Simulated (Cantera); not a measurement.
An adiabatic, constant-pressure homogeneous reactor starts with CH4 : O2 : N2 = 1 : 1.33 : 10.4 (molar parts), at 1425 K and 490000 Pa.

Computed with Cantera and GRI-Mech 3.0 (53 species, 325 reactions).

Problem. Predict: time of steepest temperature rise; temperature at 3.00 s; equilibrium temperature; x(O2) at 3.00 s; x(CO) at 3.00 s; x(CH2O) at 3.00 s.

Solution. 
```
Property                                                             Value
---------------------------------  ---------------------------------------
time of steepest temperature rise                                  1.90 ms
temperature at 3.00 s                                               2304 K
equilibrium temperature                                             2304 K
x(O2) at 3.00 s                    4.57e-6 (gas-phase equilibrium 4.57e-6)
x(CO) at 3.00 s                      0.0535 (gas-phase equilibrium 0.0535)
x(CH2O) at 3.00 s                  4.86e-9 (gas-phase equilibrium 4.86e-9)
```
